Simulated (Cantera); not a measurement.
A Cantera script and what it prints.

```python
import numpy as np
import cantera as ct

gas_names = """
    Fe H H2 N NH NH2 NH3 N2 N2H2 N2H4
""".split()
cond_names = """
    Fe(a) Fe(c) Fe(d) Fe(L)
""".split()


# ... load() reads the species with a 1 bar reference pressure and builds the phases ...
atoms = {
    'Fe': {'Fe': 1},
    'NH3': {'N': 1, 'H': 3},
    'H2': {'H': 2},
}
top_T = {}  # K; cautious upper limits of use, not melting points


# ... equilibrate(T, P, feed) seeds the gas with the atoms and calls Mixture.equilibrate('TP', solver="vcs", rtol=1e-11, max_steps=5000) ...
results = []
feed = {'Fe': 1, 'NH3': 0.67, 'H2': 3.7}  # mol
P = 2600  # Pa
for T in [625, 725, 825, 925, 1025, 1125, 1225, 1325, 1425, 1525, 1625, 1725, 1825, 1925]:
    mix = equilibrate(T, P, feed)
    results.append((T, P, feed, dict(zip(mix.species_names, mix.species_moles))))

top = {s: max(r[3][s] / sum(r[3][g] for g in gas_names) for r in results) for s in gas_names}
cols = sorted((s for s in top if top[s] > 1e-05), key=lambda s: -top[s])[:6]
seen = [c for c in cond_names if any(r[3].get(c, 0) > 1e-12 for r in results)]
print("log10 of partial pressures in bar; condensed amounts in mol")
print(f"{'T/K':>10s}" + "".join(f"{s[:9]:>10s}" for s in cols + seen))
for T, P, feed, n in results:
    ng = sum(n[g] for g in gas_names)
    print(f"{T:10.4g}" + "".join(f"{np.log10(max(n[s] / ng * P / 1e5, 1e-99)):10.3f}" for s in cols)
          + "".join(f"{n.get(c, 0):10.4g}" for c in seen))
```

It prints:

```
log10 of partial pressures in bar; condensed amounts in mol
       T/K        H2        N2        Fe         H       NH3     Fe(a)     Fe(c)     Fe(d)     Fe(L)
       625    -1.615    -2.763   -26.747   -16.377    -5.364         1         0         0         0
       725    -1.615    -2.763   -21.978   -13.837    -5.968         1         0         0         0
       825    -1.615    -2.762   -18.374   -11.908    -6.434         1         0         0         0
       925    -1.615    -2.762   -15.560   -10.392    -6.806         1         0         0         0
      1025    -1.615    -2.762   -13.308    -9.168    -7.109         1         0         0         0
      1125    -1.615    -2.762   -11.473    -8.160    -7.360         1         0         0         0
      1225    -1.615    -2.762    -9.948    -7.314    -7.572         0         1         0         0
      1325    -1.615    -2.762    -8.659    -6.594    -7.753         0         1         0         0
      1425    -1.615    -2.762    -7.554    -5.974    -7.908         0         1         0         0
      1525    -1.615    -2.762    -6.597    -5.434    -8.044         0         1         0         0
      1625    -1.615    -2.763    -5.761    -4.959    -8.163         0    0.9997         0         0
      1725    -1.616    -2.763    -5.026    -4.539    -8.269         0         0    0.9982         0
      1825    -1.617    -2.764    -4.378    -4.165    -8.364         0         0         0    0.9919
      1925    -1.620    -2.766    -3.819    -3.830    -8.453         0         0         0    0.9703
```

Cantera equilibrium calculation (NASA polynomials, part measured and part estimated; ideal gas, pure solids and liquids).
